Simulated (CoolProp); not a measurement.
Aqueous methanol as a coolant, 9 % by mass, freezing at -5.8 °C, 1 atm.

The numbers come from the Melinder's fits for secondary coolants in CoolProp.

```csv
T (°C),viscosity (mPa s),cp (kJ/(kg K)),conductivity (W/(m K)),density (kg/m³)
1.5,2.32,4.249,0.517,985.6
8.2,1.83,4.231,0.527,985.1
14.8,1.48,4.215,0.537,984.1
21.5,1.22,4.199,0.546,982.7
28.2,1.03,4.184,0.555,980.9
34.9,0.881,4.172,0.564,978.6
```
